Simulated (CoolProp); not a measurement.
Ethanol along the isotherm 620 K: fugacity coefficient from the reference equation and from simpler models built on Tc = 514.7 K, pc = 6268 kPa, ω = 0.644; each cubic takes its own stable root.

The numbers come from the reference Helmholtz-energy equation of state, Schroeder 2014 in CoolProp.

| p (kPa) | phase | reference | van der Waals | Redlich-Kwong |
|---|---|---|---|---|
| 1040 | gas | 0.9800 | 0.9691 | 0.9677 |
| 2090 | gas | 0.9599 | 0.9382 | 0.9358 |
| 3130 | gas | 0.9402 | 0.9079 | 0.9049 |
| 4180 | gas | 0.9204 | 0.8774 | 0.8743 |
| 5220 | gas | (withheld) | 0.8475 | (withheld) |
| 6270 | supercritical | 0.8812 | (withheld) | (withheld) |
| 7310 | supercritical | 0.8617 | 0.7878 | (withheld) |
| 8360 | supercritical | 0.8420 | 0.7580 | (withheld) |
| 9400 | supercritical | 0.8225 | 0.7288 | 0.7326 |

**Question.** Fill in the missing entries.

**Answer.** 
- 5220, reference: 0.9009
- 5220, Redlich-Kwong: 0.8446
- 6270, van der Waals: 0.8174
- 6270, Redlich-Kwong: 0.8154
- 7310, Redlich-Kwong: 0.7871
- 8360, Redlich-Kwong: 0.7593
